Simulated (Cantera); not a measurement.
A freely propagating, adiabatic, planar premixed flame of 43.8 % H2, 7.54 % O2, 30.2 % N2, 18.4 % H2O, unburnt at 650 K and 1.40 bar; multicomponent transport, grid criteria slope 0.08 and curve 0.16, no radiation.

Cantera simulation using the H2/O2 subset of GRI-Mech 3.0, which has no nitrogen chemistry; the numbers are that mechanism's predictions, not measurements. Burning velocities carry a grid error of a few per cent, more on coarse grids.

x: mole fraction of selected species; z is measured from the peak of heat release.

```tsv
z (mm)	T (K)	u (m/s)	x H2	x O2	x H2O	x H	x O	x OH
-0.896	650	5.51	0.438	0.0754	0.184	<1e-8	<1e-8	<1e-8
-0.598	650	5.51	0.438	0.0754	0.184	<1e-8	<1e-8	<1e-8
-0.448	650	5.51	0.438	0.0754	0.184	<1e-8	<1e-8	<1e-8
-0.299	651	5.52	0.438	0.0754	0.184	1.11e-7	…	<1e-8
-0.149	710	5.95	0.429	0.0745	0.190	0.000215	…	5.02e-5
-0.0747	904	7.45	0.406	0.0670	0.212	0.00302	…	0.000272
0	1168	9.45	0.364	0.0472	0.259	0.0133	…	0.000566
0.0747	1358	10.9	0.321	0.0228	0.309	0.0257	…	0.000986
0.149	1459	11.6	0.300	0.00833	0.338	0.0313	…	0.00118
0.299	1541	12.3	0.292	0.00109	0.354	0.0295	…	0.00120
0.598	1605	12.7	0.296	8.13e-5	0.357	0.0220	…	0.00106
1.20	1658	13.1	0.301	1.76e-5	0.359	0.0144	…	0.000792
2.39	1697	13.3	0.304	6.70e-6	0.360	0.00864	…	0.000523
```

Problem. What belongs in the gaps?

Solution. 
- -0.299, x O: 1.47e-8
- -0.149, x O: 1.23e-5
- -0.0747, x O: 0.000117
- 0, x O: 0.000508
- 0.0747, x O: 0.000668
- 0.149, x O: 0.000408
- 0.299, x O: 0.000141
- 0.598, x O: 6.67e-5
- 1.20, x O: 3.09e-5
- 2.39, x O: 1.19e-5
